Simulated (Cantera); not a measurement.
TEOS + O₂ (silicon oxide and oxynitride deposition)

Charge: 1 mol TEOS, a varied amount of O₂, equilibrated at 1873.15 K and 75.0 Torr.

Method: chemical equilibrium by Gibbs-energy minimisation in Cantera with the NASA 1993 tables (ideal gas, pure condensed phases). Candidate condensed phases: C, C₆H₆, C₇H₈, C₈H₁₈, H₂O, Si, SiC, SiO₂; 123 gas species. The feed counts by its element totals alone. Rates play no part.

```csv
n(O₂) (mol),log p H₂,log p CO,log p SiO,log p H,log p C₂H₂ (acetylene),log p CH₄,log p H₂O,log p Si,n C(graphite),n SiC(s)
0.058,-1.15,-1.54,-3.71,-3.77,-4.66,-5.52,-6.39,-6.53,2.93,0.972
0.077,-1.15,-1.54,-3.70,-3.77,-4.66,-5.52,-6.38,-6.53,2.90,0.972
0.1,-1.15,-1.53,-3.70,-3.77,-4.66,-5.52,-6.38,-6.53,2.85,0.972
0.14,-1.16,-1.53,-3.69,-3.77,-4.66,-5.53,-6.38,-6.53,2.77,0.971
0.18,-1.16,-1.52,-3.69,-3.77,-4.66,-5.53,-6.38,-6.53,2.69,0.970
0.25,-1.16,-1.51,-3.68,-3.77,-4.67,-5.54,-6.37,-6.53,2.55,0.970
0.33,-1.17,-1.50,-3.67,-3.77,-4.67,-5.55,-6.36,-6.53,2.40,0.968
0.44,-1.17,-1.49,-3.65,-3.78,-4.68,-5.56,-6.36,-6.53,2.18,0.967
0.58,-1.18,-1.47,-3.64,-3.78,-4.69,-5.58,-6.35,-6.53,1.90,0.965
0.78,-1.19,-1.45,-3.62,-3.79,-4.70,-5.60,-6.34,-6.53,1.51,0.962
1,-1.21,-1.43,-3.60,-3.79,-4.71,-5.63,-6.33,-6.53,1.07,0.959
1.4,-1.23,-1.40,-3.56,-3.80,-4.73,-5.67,-6.32,-6.53,0.285,0.954
1.9,-1.25,-1.38,-2.65,-3.82,-5.66,-6.17,-5.88,-6.08,0,0.600
```
log p: log10 of the partial pressure in bar; n: condensed amount in mol.

From 0.058 mol O₂ to 1.4 mol O₂ the condensed part is C(graphite) + SiC(s). At 1.9 mol O₂ the condensed part is SiC(s). The main Si-bearing gas is SiO throughout.
